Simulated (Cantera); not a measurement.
**Thermodynamics of carbon deposition, reforming and gasification, feed C + O₂ + H₂**

Feed: 1 mol C, 0.033 mol O₂, 16 mol H₂.

These are equilibrium values from Cantera (NASA tables, ideal gas, pure condensed phases), not measurements of a reactor. Candidate condensed phases: C, C₆H₆, C₇H₈, C₈H₁₈, H₂O; 110 gas species. The ideal-gas law is rough above about 30 bar. Kinetics and transport are ignored.

Stable condensed phases:

```
T in °C \ P in Pa
               10       72      520     3700    27000   190000  1400000 10000000
   2200         A        A        A        A        A        A        A        A
   2050         A        A        A        A        A        A        A        A
   1900         A        A        A        A        A        A        A        A
   1750         A        A        A        A        A        A        A        A
   1600         A        A        A        A        A        A        A        A
   1450         A        A        A        A        A        A        A        B
   1300         A        A        A        A        A        A        A        B
   1150         A        A        A        A        A        A        A        B
   1000         A        A        A        A        A        A        B        B
    850         A        A        A        A        A        A        B        B
    700         A        A        A        A        A        B        B        B
```

A: C; B: gas only.
